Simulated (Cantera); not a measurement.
Input: 1 mol FeS, 240 mol H2, 4.1 mol H2O, held at 1277 °C.

Cantera equilibrium calculation (NASA polynomials, part measured and part estimated; ideal gas, pure solids and liquids). Candidate condensed phases: Fe, FeO, Fe(OH)2, Fe(OH)3, FeS, FeSO4, FeS2, Fe2O3, Fe2(SO4)3, Fe3O4, H2O, H2SO4, S; 22 gas species. Rates play no part.

Q: Which condensed phases are stable at each of these points (P (Pa)): 10, 68, 460, 3200, 22000, 150000, 1000000?

A: 
```
P (Pa)   condensed phases  Fe condensed (%)
-------  ----------------  ----------------
10               gas only               0.0
68                  Fe(γ)              84.9
460                 Fe(γ)              97.8
3200                Fe(γ)              99.7
22000               Fe(γ)             100.0
150000              Fe(γ)             100.0
1000000             Fe(γ)             100.0
```

At 10.0 Pa nothing is condensed. From 68.0 Pa to 1000000 Pa the condensed part is Fe(γ).
